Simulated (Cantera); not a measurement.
# Ignition delay

Mixture: CH4 : O2 : N2 = 1 : 1.4 : 10.4 (molar parts), equivalence ratio 1.4, at 1900000 Pa, adiabatic and at constant pressure. Ignition delay is the time to a rise of 400 K.

Cantera simulation using GRI-Mech 3.0 (53 species, 325 reactions); the numbers are that mechanism's predictions, not measurements. The pressure lies above the range GRI-Mech 3.0 was tuned for (to about 10 atm).

```
T0 (K)  delay (ms)
------  ----------
1300          1.72
1350          1.04
1400         0.633
1450         0.392
1500         0.246
1550         0.155
1600        0.0987
1650        0.0636
1700        0.0416
```

```
Item                                                    Result
--------------------------------------------------  ----------
apparent activation energy between 1600 and 1700 K  200 kJ/mol
```
